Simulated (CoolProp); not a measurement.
Saturation properties of hydrogen sulfide.

The numbers come from the reference Helmholtz-energy equation of state, Lemmon 2006 in CoolProp. It is a short technical equation, of lower accuracy than the large ones.

```
T (K)  p (bar)  liquid density (kg/m³)  vapour density (kg/m³)
-----  -------  ----------------------  ----------------------
212.6    1.000                   949.6                   1.974
216.1    1.191                   943.5                   2.320
219.6    1.410                   937.3                   2.711
223.1    1.659                   931.0                   3.150
226.5    1.932                   924.8                   3.628
230      2.249                   918.4                   4.176
233.5    2.604                   912.0                   4.785
236.9    2.989                   905.7                   5.439
240.4    3.429                   899.1                   6.182
243.9    3.918                   892.4                   6.999
247.4    4.457                   885.7                   7.896
250.8    5.034                   879.0                   8.850
254.3    5.684                   872.1                   9.920
257.8    6.395                   865.1                   11.09
```

It boils at 212.9 K under 1 atm.
